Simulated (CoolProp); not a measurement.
n-nonane along the isotherm 326.85 °C: fugacity coefficient from the reference equation and from simpler models built on Tc = 321.4 °C, pc = 2282 kPa, ω = 0.443; each cubic takes its own stable root.

The numbers come from the reference Helmholtz-energy equation of state, Lemmon 2006 in CoolProp. It is a short technical equation, of lower accuracy than the large ones.

```csv
p (kPa),phase,reference
71.3,gas,0.9895
143,gas,0.9789
214,gas,0.9685
285,gas,0.9580
357,gas,0.9475
428,gas,0.9371
499,gas,0.9268
570,gas,0.9165
642,gas,0.9060
713,gas,0.8957
784,gas,0.8855
856,gas,0.8751
927,gas,0.8648
998,gas,0.8546
1070,gas,0.8442
1140,gas,0.8341
```

Problem. How far does each simpler model (van der Waals, Redlich-Kwong, Peng-Robinson) lie from the reference over these 16 states: mean and median of the absolute difference, and the worst?

Solution. 
- van der Waals: mean 1.3 %, median 1.3 %, worst +2.6 % at 326.85 °C and 1140 kPa
- Redlich-Kwong: mean 0.2 %, median 0.2 %, worst +0.5 % at 326.85 °C and 1140 kPa
- Peng-Robinson: mean 0.7 %, median 0.7 %, worst -1.2 % at 326.85 °C and 1140 kPa
